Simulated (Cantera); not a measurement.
Feed: 1 mol MgCO3, 3.4 mol H2, 5.2 mol O2, equilibrated at 1825 K and 440 Pa.

Cantera equilibrium calculation (NASA polynomials, part measured and part estimated; ideal gas, pure solids and liquids). Candidate condensed phases: C, C6H6, C7H8, C8H18, H2O, Mg, MgCO3, MgO, Mg(OH)2; 116 gas species. Rates play no part.

Base state: O2 0.440, H2O 0.424, CO2 0.125, OH 0.00770, O 0.00154, CO 0.000757, H2 0.000654, H 0.000170 (mole fractions); condensed: MgO(s).

**Question.** What changes in the equilibrium state with this change: H2 from 3.4 to 1 mol?

**Answer.** 
| species | before | after |
|---|---|---|
| O2 | 0.440 | 0.698 |
| CO2 | 0.125 | 0.148 |
| H2O | 0.424 | 0.146 |
| H2 | 0.000654 | 0.000179 |
| H | 0.000170 | 8.87e-5 |
| MgO(s), mol | 1.000 | 1.000 |

**Question.** What changes in the equilibrium state with this change: temperature from 1825 K to 2148 K?

**Answer.** 
| species | before | after |
|---|---|---|
| O2 | 0.440 | 0.421 |
| H2O | 0.424 | 0.388 |
| CO2 | 0.125 | 0.112 |
| OH | 0.00770 | 0.0365 |
| CO | 0.000757 | 0.0108 |
| O | 0.00154 | 0.0189 |
| Mg | 3.40e-7 | 0.000468 |
| MgO | 1.08e-7 | 7.03e-5 |
| MgOH | 3.41e-7 | 7.04e-5 |
| H | 0.000170 | 0.00540 |
| Mg(OH)2 | 3.57e-6 | 4.59e-5 |
| H2 | 0.000654 | 0.00737 |
| MgO(s), mol | 1.000 | 0.995 |
